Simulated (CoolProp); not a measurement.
Vapour-liquid equilibrium of isohexane (1) + benzene (2) at 444.3 K; x and y are mole fractions of (1).

Model: multi-fluid Helmholtz-energy mixture model, Lemmon 2006 and Thol 2012; pair parameters Bell 2016, in CoolProp.

```
x     bubble pressure, mixture model (MPa)  bubble pressure, Raoult's law (MPa)  y, mixture model  y, Raoult's law
----  ------------------------------------  -----------------------------------  ----------------  ---------------
0.05                                0.9240                               0.8985             0.089            0.073
0.2                                  1.037                               0.9650             0.288            0.274
0.35                                 1.120                                1.032             0.438            0.448
0.5                                  1.184                                1.098             0.568            0.601
0.65                                 1.235                                1.165             0.694            0.737
0.8                                  1.277                                1.231             0.822            0.858
0.95                                 1.310                                1.298             0.955            0.966
```

The largest gap from Raoult's law is +8.5 % in bubble pressure, at x = 0.35. No azeotrope shows between x = 0.05 and 0.95.

Pair parameters are fitted to limited data, so mixtures are less certain than the pure fluids.
